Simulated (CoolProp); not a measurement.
The numbers come from the reference Helmholtz-energy equation of state, McLinden 2020 in CoolProp.

Problem. Give the vapour pressure (bar), liquid density (kg/m³), vapour density (kg/m³), liquid cp (kJ/(kg K)) of saturated R1336mzz(Z) at 279.5, 361.2 K.

Solution. 
| T (K) | p (bar) | liquid density (kg/m³) | vapour density (kg/m³) | liquid cp (kJ/(kg K)) |
|---|---|---|---|---|
| 279.5 | 0.334 | 1410 | 2.41 | 1.18 |
| 361.2 | 5.29 | 1180 | 34.5 | 1.37 |
